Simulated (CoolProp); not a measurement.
n-hexane along the isobar 3420 kPa: Z from the reference equation and from simpler models built on Tc = 234.7 °C, pc = 3044 kPa, ω = 0.300; each cubic takes its own stable root.

The numbers come from the reference Helmholtz-energy equation of state, Thol 2019 in CoolProp.

```
T (°C)   phase  reference
------  ------  ---------
-24.45  liquid     0.2033
-18.95  liquid     0.2003
-13.45  liquid     0.1973
-7.95   liquid     0.1946
-2.45   liquid     0.1919
3.05    liquid     0.1894
8.55    liquid     0.1870
14.05   liquid     0.1848
19.55   liquid     0.1826
25.05   liquid     0.1805
30.55   liquid     0.1786
36.05   liquid     0.1767
41.45   liquid     0.1750
46.95   liquid     0.1733
52.45   liquid     0.1718
57.95   liquid     0.1703
```

Q: How far does each simpler model (Soave-Redlich-Kwong, Peng-Robinson) lie from the reference over these 16 states: mean and median of the absolute difference, and the worst?

A: 
- Soave-Redlich-Kwong: mean 11.0 %, median 10.8 %, worst +11.9 % at -24.45 °C and 3420 kPa
- Peng-Robinson: mean 1.4 %, median 1.6 %, worst -2.1 % at 57.95 °C and 3420 kPa
